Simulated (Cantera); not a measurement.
Cantera run:

```python
import numpy as np
import cantera as ct

gas_names = """
    AL ALN ALO ALO2 AL2 AL2O AL2O2 N NO NO2 NO3 N2 N2O O O2 O3
""".split()
cond_names = """
    AL(cr) AL(L) ALN(s) AL2O3(a) AL2O3(L)
""".split()


def load(file, names, dense=False):
    # The tables refer to 1 bar. Condensed volumes are neglected.
    table = {s.name: s for s in ct.Species.list_from_file(file)}
    out = []
    for n in names:
        d = dict(table[n].input_data)
        d["thermo"] = dict(d["thermo"], **{"reference-pressure": 1e5})
        if dense:
            d["equation-of-state"] = {"model": "constant-volume", "density": "1e6 g/cm^3"}
        out.append(ct.Species.from_dict(d))
    return out


gas = ct.Solution(thermo="ideal-gas", species=load("nasa_gas.yaml", gas_names))
cond = {s.name: ct.Solution(thermo="fixed-stoichiometry", species=[s], name=s.name)
        for s in load("nasa_condensed.yaml", cond_names, dense=True)}
atoms = {
    'Al': {'AL': 1},
    'O2': {'O': 2},
    'N2': {'N': 2},
}
top_T = {'ALN(s)': 2750}  # K; cautious upper limits of use, not melting points


def equilibrate(T, P, feed):
    n = {}
    for name, mol in feed.items():
        for a, k in atoms[name].items():
            n[a] = n.get(a, 0.0) + k * mol
    gas.TPX = T, P, n
    mass = sum(n.values()) * gas.mean_molecular_weight
    gas.equilibrate("TP")
    valid = [c for c in cond.values() if c.min_temp <= T <= top_T.get(c.name, c.max_temp)]
    mix = ct.Mixture([(gas, mass / gas.mean_molecular_weight)] + [(c, 0.0) for c in valid])
    mix.T, mix.P = T, P
    mix.equilibrate("TP", solver="vcs", rtol=1e-11, max_steps=5000)
    return mix


results = []
feed = {'Al': 1, 'O2': 0.67, 'N2': 25}  # mol
T = 700  # K
P = 1100  # Pa
mix = equilibrate(T, P, feed)
results.append((T, P, feed, dict(zip(mix.species_names, mix.species_moles))))
x = sorted(zip(gas.X, gas.species_names), reverse=True)
print(f"T = {T:g} K  P = {P:g} Pa  gas = {mix.phase_moles(0):.4g} mol")
print("   x: " + "  ".join(f"{s} {v:.3e}" for v, s in x if v > 1e-06))
print("   condensed (mol): " + ("  ".join(f"{mix.phase(i).name} {mix.phase_moles(i):.4g}"
      for i in range(1, mix.n_phases) if mix.phase_moles(i) > 1e-12) or "none"))
```

Output:

```
T = 700 K  P = 1100 Pa  gas = 24.95 mol
   x: N2 1.000e+00
   condensed (mol): ALN(s) 0.1067  AL2O3(a) 0.4467
```

Equilibrium computed with Cantera from the NASA thermochemical tables; the gas is ideal and each condensed phase is pure.
